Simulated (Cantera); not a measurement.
A perfectly stirred reactor is fed with 10.0 % CH₄, 12.5 % O₂, 77.5 % N₂, at 1.97 atm; it is adiabatic with a 300 K inlet, and is followed from long to short residence time, starting on the burning branch (τ in s: 0.14, 0.05, 0.018, 0.0067, 0.0024, 0.00088, 0.00032, 0.00012, 4.3e-05, 1.6e-05).

Computed with Cantera and GRI-Mech 3.0 (53 species, 325 reactions).

Task: Predict: blow-out, bracketed by the residence times tried; x(CH₄) at τ = 0.140 s; x(O₂) at τ = 0.140 s; x(NO) at τ = 0.140 s; x(H₂O₂) at τ = 0.140 s; x(C₂H) at τ = 0.140 s; x(CH₄) at τ = 0.880 ms; x(O₂) at τ = 0.880 ms.

Result: 
```json
{
 "blow_out_bracketed_by_the_residence_times_tried": "burning at 50.0 ms, out at 18.0 ms",
 "x(CH₄) at τ = 0.140 s": "0.0126",
 "x(O₂) at τ = 0.140 s": "0.00394",
 "x(NO) at τ = 0.140 s": "9.67e-9",
 "x(H₂O₂) at τ = 0.140 s": "2.79e-8",
 "x(C₂H) at τ = 0.140 s": "1.98e-9",
 "x(CH₄) at τ = 0.880 ms": "0.100",
 "x(O₂) at τ = 0.880 ms": "0.125"
}
```
